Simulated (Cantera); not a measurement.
What does this Cantera script print?

```python
import numpy as np
import cantera as ct

gas_names = """
    F F2 H HF H2 H2F2 H3F3 H4F4 H5F5 H6F6 H7F7 N NF NF2 NF3 NH NH2 NH3 N2 N2H2 N2H4 Si SiF SiF2 SiF3
    SiF4 SiH SiHF3 SiH2 SiH2F2 SiH3 SiH3F SiH4 SiN Si2 Si2N Si3
""".split()
cond_names = """
    Si(cr) Si(L) Si3N4(a)
""".split()


# ... load() reads the species with a 1 bar reference pressure and builds the phases ...
atoms = {
    'SiF4': {'Si': 1, 'F': 4},
    'NH3': {'N': 1, 'H': 3},
    'N2': {'N': 2},
}
top_T = {'Si3N4(a)': 2400}  # K; cautious upper limits of use, not melting points


# ... equilibrate(T, P, feed) seeds the gas with the atoms and calls Mixture.equilibrate('TP', solver="vcs", rtol=1e-11, max_steps=5000) ...
results = []
feed = {'SiF4': 1, 'NH3': 0.41, 'N2': 3.7}  # mol
T = 1198.15  # K
P = 6100  # Pa
mix = equilibrate(T, P, feed)
results.append((T, P, feed, dict(zip(mix.species_names, mix.species_moles))))
x = sorted(zip(gas.X, gas.species_names), reverse=True)
print(f"T = {T:g} K  P = {P:g} Pa  gas = {mix.phase_moles(0):.4g} mol")
print("   x: " + "  ".join(f"{s} {v:.3e}" for v, s in x if v > 1e-06))
print("   condensed (mol): " + ("  ".join(f"{mix.phase(i).name} {mix.phase_moles(i):.4g}"
      for i in range(1, mix.n_phases) if mix.phase_moles(i) > 1e-12) or "none"))
```

Output:

```
T = 1198.15 K  P = 6100 Pa  gas = 5.521 mol
   x: N2 7.072e-01  SiF4 1.801e-01  H2 1.105e-01  HF 1.311e-03  SiHF3 4.887e-04  SiF3 3.781e-04
   condensed (mol): Si3N4(a) 0.0002028
```

Method: chemical equilibrium by Gibbs-energy minimisation in Cantera with the NASA 1993 tables (ideal gas, pure condensed phases). The tables' values for SiF3 are old estimates; treat these amounts as uncertain.
